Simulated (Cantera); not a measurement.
A freely propagating, adiabatic, planar premixed flame of CH₄ : CO : O₂ : N₂ = 1 : 0.045 : 1.84 : 6.91 (molar parts), equivalence ratio 1.1, unburnt at 373 K and 0.120 bar; multicomponent+Soret transport, grid criteria slope 0.08 and curve 0.16, no radiation.

Model: GRI-Mech 3.0 (53 species, 325 reactions), integrated in Cantera. Burning velocities carry a grid error of a few per cent, more on coarse grids.

Problem. Predict: laminar burning velocity; thermal thickness; peak x(H₂O₂); peak x(H).

Solution. 
```json
{
 "laminar_burning_velocity": "85.7 cm/s",
 "thermal_thickness": "2.45 mm",
 "peak x(H₂O₂)": "6.09e-6",
 "peak x(H)": "0.0166"
}
```
